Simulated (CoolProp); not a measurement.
Properties of R1234ze(E) along the isotherm 420 K (Tc = 382.5 K, pc = 36.35 bar, ω = 0.313).

Model: reference Helmholtz-energy equation of state, Thol 2016, in CoolProp.

| p (bar) | phase | speed of sound (m/s) | expansivity (1/kK) |
|---|---|---|---|
| 0.474 | gas | 180.9 | 2.409 |
| 1.08 | gas | 180.2 | 2.446 |
| 2.46 | gas | ? | 2.532 |
| 5.59 | gas | 175.4 | 2.745 |
| 12.7 | gas | 167.5 | ? |
| 29 | gas | 147.9 | ? |
| 65.9 | supercritical | ? | 20.11 |
| 150 | supercritical | 308.0 | 4.353 |

**Question.** What belongs in the gaps?

**Answer.** 
- 2.46, speed of sound (m/s): 178.7
- 12.7, expansivity (1/kK): 3.332
- 29, expansivity (1/kK): 5.649
- 65.9, speed of sound (m/s): 131.3
